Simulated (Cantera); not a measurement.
# Diamond growth

A diamond (100) surface in a fixed gas of H2 with x(CH4) = 0.0033, x(H) = 0.00036, x(CH3) = 5.5e-05, at 1275 K; coverages are run to steady state.

Computed with Cantera and the Harris–Goodwin 1993 mechanism for the reconstructed diamond (100) surface.

| P (Pa) | growth (µm/h) | θ c6HH | θ c6H* | θ c6*H | θ c6** | θ c6HM |
|---|---|---|---|---|---|---|
| 810 | 0.00919 | 0.496 | 0.0402 | 0.448 | 0.0155 | 2.12e-5 |
| 1400 | 0.0212 | 0.496 | 0.0401 | 0.448 | 0.0155 | 3.79e-5 |
| 2300 | 0.0427 | 0.496 | 0.0401 | 0.447 | 0.0154 | 6.39e-5 |
| 3800 | 0.0833 | 0.496 | 0.0401 | 0.447 | 0.0154 | 0.000108 |
| 6300 | 0.159 | 0.496 | 0.0401 | 0.447 | 0.0154 | 0.000181 |
| 10000 | 0.288 | 0.496 | 0.0401 | 0.447 | 0.0154 | 0.000290 |
| 18000 | 0.622 | 0.496 | 0.0401 | 0.447 | 0.0154 | 0.000520 |
| 29000 | 1.20 | 0.496 | 0.0401 | 0.447 | 0.0153 | 0.000828 |
θ: site fractions in the mechanism's names (c6HH fully hydrogenated, c6H* and c6*H radical sites, c6** diradical, c6HM methylated).
